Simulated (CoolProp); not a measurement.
Saturation properties of oxygen (Tc = -118.6 °C, pc = 5046 kPa, ω = 0.022).

Computed with CoolProp (reference Helmholtz-energy equation of state, Schmidt 1985).

```csv
T (°C),p (kPa),liquid density (kg/m³),liquid viscosity (µPa s)
-160.75,638.9,1021,115
-158.65,732.0,1009,110
-156.55,834.6,995.7,105
-154.45,947.3,982.3,100
-152.35,1070,968.6,95.7
-150.25,1205,954.4,91.3
-148.15,1351,939.7,87.1
-146.05,1509,924.5,83.0
-143.95,1680,908.7,79.0
-141.85,1865,892.2,75.2
-139.75,2064,874.8,71.5
-137.65,2277,856.5,67.8
-135.55,2506,837.1,64.2
-133.45,2751,816.3,60.7
```

It boils at -183.0 °C under 1 atm.

Viscosity comes from a separate model (Lemmon 2004).
